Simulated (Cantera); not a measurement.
Input: 1 mol N₂O, 0.95 mol O₂, 2.8 mol N₂, 0.99 mol H₂, at 3398.15 K and 9000 Torr.

Method: chemical equilibrium by Gibbs-energy minimisation in Cantera with the NASA 1993 tables (ideal gas, pure condensed phases). Candidate condensed phases: H₂O; 24 gas species. Equilibrium is a limit: real reactors are often held back by kinetics, nucleation or transport.

Base state: N₂ 0.604, H₂O 0.113, O₂ 0.113, OH 0.0555, NO 0.0469, O 0.0367, H 0.0160, H₂ 0.0143 (mole fractions); condensed: gas only.

Question: What changes in the equilibrium state with this change: temperature from 3398.15 K to 3200 K?

Answer: 
```
species    before    after
-------  --------  -------
N₂          0.604    0.620
H₂O         0.113    0.132
O₂          0.113    0.125
O          0.0367   0.0220
H          0.0160  0.00774
H₂         0.0143  0.00910
OH         0.0555   0.0431
NO         0.0469   0.0410
N         3.02e-5  1.06e-5
HNO       1.01e-5  6.68e-6
HO₂      0.000100  8.66e-5
NO₂       5.43e-5  5.59e-5
```

Question: What changes in the equilibrium state with this change: pressure from 9000 Torr to 1 atm?

Answer: 
| species | before | after |
|---|---|---|
| N₂ | 0.604 | 0.549 |
| O | 0.0367 | 0.109 |
| O₂ | 0.113 | 0.0845 |
| H₂O | 0.113 | 0.0522 |
| H | 0.0160 | 0.0748 |
| H₂ | 0.0143 | 0.0261 |
| NO | 0.0469 | 0.0387 |
| OH | 0.0555 | 0.0649 |
| NO₂ | 5.43e-5 | 1.13e-5 |
| HO₂ | 0.000100 | 2.95e-5 |

Question: What changes in the equilibrium state with this change: H₂ from 0.99 to 0.04 mol?

Answer: 
```json
[
 {"species": "N₂", "before": "0.604", "after": "0.667"},
 {"species": "O₂", "before": "0.113", "after": "0.204"},
 {"species": "NO", "before": "0.0469", "after": "0.0663"},
 {"species": "H₂O", "before": "0.113", "after": "0.00199"},
 {"species": "H₂", "before": "0.0143", "after": "0.000187"},
 {"species": "H", "before": "0.0160", "after": "0.00184"},
 {"species": "OH", "before": "0.0555", "after": "0.00853"},
 {"species": "O", "before": "0.0367", "after": "0.0493"},
 {"species": "HNO", "before": "1.01e-5", "after": "1.63e-6"},
 {"species": "HO₂", "before": "0.000100", "after": "2.07e-5"},
 {"species": "NO₂", "before": "5.43e-5", "after": "0.000103"},
 {"species": "N₂O", "before": "8.29e-6", "after": "1.23e-5"},
 {"species": "N", "before": "3.02e-5", "after": "3.18e-5"}
]
```
